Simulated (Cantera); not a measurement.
A perfectly stirred reactor is fed with 8.36 % CO, 1.51 % H₂, 9.87 % O₂, 80.3 % N₂, equivalence ratio 0.50, at 48000 Pa; it is adiabatic with a 350 K inlet, and is followed from long to short residence time, starting on the burning branch (τ in s: 0.43, 0.18, 0.076, 0.032, 0.014, 0.0058, 0.0025, 0.001, 0.00044, 0.00019, 7.9e-05).

Computed with Cantera and GRI-Mech 3.0 (53 species, 325 reactions).

x: mole fraction; the columns are a selection and need not sum to one.

| τ (s) | T (K) | x CO | x H₂ | x O₂ | x N₂O | x H₂O₂ | x H₂O |
|---|---|---|---|---|---|---|---|
| 0.43 | 1202 | 0.00154 | 5.02e-5 | 0.0525 | … | 2.10e-7 | 0.0157 |
| 0.18 | 1190 | 0.00286 | 9.10e-5 | 0.0531 | … | 2.87e-7 | 0.0156 |
| 0.076 | 1167 | 0.00553 | 0.000169 | 0.0544 | … | 3.74e-7 | 0.0155 |
| 0.032 | 1101 | 0.0134 | 0.000398 | 0.0582 | … | 4.60e-7 | 0.0152 |
| 0.014 | 350 | 0.0836 | 0.0151 | 0.0987 | <1e-12 | <1e-12 | <1e-12 |
| 0.0058 | 350 | 0.0836 | 0.0151 | 0.0987 | <1e-12 | <1e-12 | <1e-12 |
| 0.0025 | 350 | 0.0836 | 0.0151 | 0.0987 | <1e-12 | <1e-12 | <1e-12 |
| 0.0010 | 350 | 0.0836 | 0.0151 | 0.0987 | <1e-12 | <1e-12 | <1e-12 |
| 0.00044 | 350 | 0.0836 | 0.0151 | 0.0987 | <1e-12 | <1e-12 | <1e-12 |
| 0.00019 | 350 | 0.0836 | 0.0151 | 0.0987 | <1e-12 | <1e-12 | <1e-12 |
| 7.9e-5 | 350 | 0.0836 | 0.0151 | 0.0987 | <1e-12 | <1e-12 | <1e-12 |

**Question.** What belongs in the gaps?

**Answer.** 
- 0.43, x N₂O: 5.04e-7
- 0.18, x N₂O: 4.21e-7
- 0.076, x N₂O: 3.40e-7
- 0.032, x N₂O: 2.40e-7
